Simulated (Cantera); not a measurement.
An adiabatic, constant-pressure homogeneous reactor starts with CH4 : H2 : O2 : N2 = 1 : 1.2 : 3.13 : 11.8 (molar parts), equivalence ratio 0.83, at 1523 K and 13.0 bar. Integrator tolerance rtol = 1e-08.

Detailed kinetics in Cantera: GRI-Mech 3.0 (53 species, 325 reactions). The pressure lies above the range GRI-Mech 3.0 was tuned for (to about 10 atm).

What does this change do: 0.052 parts C2H6 added?


```tsv
quantity	before	after
time of steepest temperature rise	11.8 µs	11.1 µs
temperature at 0.800 s	2867 K	2903 K
equilibrium temperature	2867 K	2903 K
x(CH4) at 0.800 s	<1e-12 (gas-phase equilibrium <1e-12)	<1e-12 (gas-phase equilibrium <1e-12)
x(H2) at 0.800 s	0.00779 (gas-phase equilibrium 0.00779)	0.0103 (gas-phase equilibrium 0.0103)
x(O2) at 0.800 s	0.0301 (gas-phase equilibrium 0.0301)	0.0234 (gas-phase equilibrium 0.0234)
x(HCN) at 0.800 s	1.28e-9 (gas-phase equilibrium 1.28e-9)	2.53e-9 (gas-phase equilibrium 2.53e-9)
x(CH2O) at 0.800 s	5.89e-10 (gas-phase equilibrium 5.89e-10)	1.04e-9 (gas-phase equilibrium 1.04e-9)
x(HO2) at 0.800 s	1.91e-5 (gas-phase equilibrium 1.91e-5)	1.72e-5 (gas-phase equilibrium 1.72e-5)
x(OH) at 0.800 s	0.0167 (gas-phase equilibrium 0.0167)	0.0173 (gas-phase equilibrium 0.0173)
```
